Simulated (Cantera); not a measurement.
What does this Cantera script print?

```python
import numpy as np
import cantera as ct

gas_names = """
    Cr CrO CrO2 CrO3 H HO2 H2 H2O H2O2 O OH O2 O3
""".split()
cond_names = """
    Cr(cr) Cr(L) Cr2O3(s) Cr2O3(L) H2O(s) H2O(L)
""".split()


# ... load() reads the species with a 1 bar reference pressure and builds the phases ...
atoms = {
    'Cr2O3': {'Cr': 2, 'O': 3},
    'H2': {'H': 2},
    'H2O': {'H': 2, 'O': 1},
}
top_T = {}  # K; cautious upper limits of use, not melting points


# ... equilibrate(T, P, feed) seeds the gas with the atoms and calls Mixture.equilibrate('TP', solver="vcs", rtol=1e-11, max_steps=5000) ...
results = []
feed = {'Cr2O3': 1, 'H2': 1.4, 'H2O': 8.3}  # mol
T = 1950  # K
P = 11000  # Pa
mix = equilibrate(T, P, feed)
results.append((T, P, feed, dict(zip(mix.species_names, mix.species_moles))))
print(gas.report(threshold=0.0001))
for i in range(1, mix.n_phases):
    print(f"{mix.phase(i).name:16s} {mix.phase_moles(i):12.5e} mol")
```

Result:

```
       temperature   1950 K
          pressure   11000 Pa
           density   0.010645 kg/m^3
  mean mol. weight   15.69 kg/kmol
   phase of matter   gas

                          1 kg             1 kmol
                     ---------------   ---------------
          enthalpy        -8.831e+06       -1.3856e+08  J
   internal energy       -9.8643e+06       -1.5477e+08  J
           entropy             17491        2.7444e+05  J/K
    Gibbs function       -4.2938e+07       -6.7371e+08  J
 heat capacity c_p            3108.3             48769  J/K
 heat capacity c_v            2578.3             40455  J/K

                      mass frac. Y      mole frac. X     chem. pot. / RT
                     ---------------   ---------------   ---------------
                 H        8.4234e-05         0.0013112           -11.773
                H2           0.01849           0.14391           -23.546
               H2O           0.98059           0.85405           -44.641
                OH        0.00076595        0.00070664           -32.868
     [   +9 minor]        6.5016e-05        2.4211e-05

Cr(cr)            0.00000e+00 mol
Cr2O3(s)          9.99965e-01 mol
```

These are equilibrium values from Cantera (NASA tables, ideal gas, pure condensed phases), not measurements of a reactor.
